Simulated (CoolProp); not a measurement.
The numbers come from the reference Helmholtz-energy equation of state, Thol 2018 in CoolProp.

Give the vapour pressure (MPa), liquid density (kg/m³), vapour density (kg/m³), enthalpy of vaporisation (kJ/kg) of saturated hydrogen chloride at 205.3 K.


```tsv
T (K)	p (MPa)	liquid density (kg/m³)	vapour density (kg/m³)	enthalpy of vaporisation (kJ/kg)
205.3	0.245	1140	5.53	424
```
